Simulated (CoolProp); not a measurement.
n-perfluoropentane along the isobar 28 bar: fugacity coefficient from the reference equation and from simpler models built on Tc = 421.0 K, pc = 20.63 bar, ω = 0.436; each cubic takes its own stable root.

The numbers come from the reference Helmholtz-energy equation of state, Gao 2022 in CoolProp.

```csv
T (K),phase,reference
356.7,liquid,0.1843
362.2,liquid,0.2067
367.7,liquid,0.2305
373.1,liquid,0.2552
378.6,liquid,0.2817
384.1,liquid,0.3094
389.6,liquid,0.3382
395.1,liquid,0.3681
400.6,liquid,0.3988
406.1,liquid,0.4302
411.6,liquid,0.4621
417.1,liquid,0.4942
422.6,supercritical,0.5262
428,supercritical,0.5570
```

Problem. How far does each simpler model (van der Waals, Redlich-Kwong, Soave-Redlich-Kwong, Peng-Robinson) lie from the reference over these 14 states: mean and median of the absolute difference, and the worst?

Solution. 
- van der Waals: mean 37.9 %, median 32.5 %, worst +89.1 % at 356.7 K and 28 bar
- Redlich-Kwong: mean 16.6 %, median 14.7 %, worst +38.7 % at 356.7 K and 28 bar
- Soave-Redlich-Kwong: mean 3.3 %, median 3.4 %, worst +3.6 % at 384.1 K and 28 bar
- Peng-Robinson: mean 1.0 %, median 0.9 %, worst -1.9 % at 428 K and 28 bar
